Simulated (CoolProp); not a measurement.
The numbers come from the reference Helmholtz-energy equation of state, Lemmon 2005 in CoolProp. It is a short technical equation, of lower accuracy than the large ones.

Task: Give the vapour pressure (MPa), vapour Z, surface tension (mN/m) of saturated isobutene at 229.9 K.

Result: 
```json
[
 {"T (K)": "229.9", "p (MPa)": "0.0189", "vapour Z": "0.986", "surface tension (mN/m)": "20.4"}
]
```

Surface tension comes from a separate correlation (Mulero 2012).
